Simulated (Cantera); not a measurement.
An adiabatic, constant-pressure homogeneous reactor starts with 8.87 % CH4, 0.364 % H2, 19.1 % O2, 71.7 % N2, at 1723 K and 308 Torr.

Cantera simulation using GRI-Mech 3.0 (53 species, 325 reactions); the numbers are that mechanism's predictions, not measurements.

Problem. Predict: time of steepest temperature rise; temperature at 0.600 s; equilibrium temperature; x(H2) at 0.600 s; x(O2) at 0.600 s; x(H2O2) at 0.600 s.

Solution. time of steepest temperature rise: 0.371 ms
temperature at 0.600 s: 2727 K
equilibrium temperature: 2727 K
x(H2) at 0.600 s: 0.0201 (gas-phase equilibrium 0.0201)
x(O2) at 0.600 s: 0.0286 (gas-phase equilibrium 0.0286)
x(H2O2) at 0.600 s: 1.58e-7 (gas-phase equilibrium 1.58e-7)
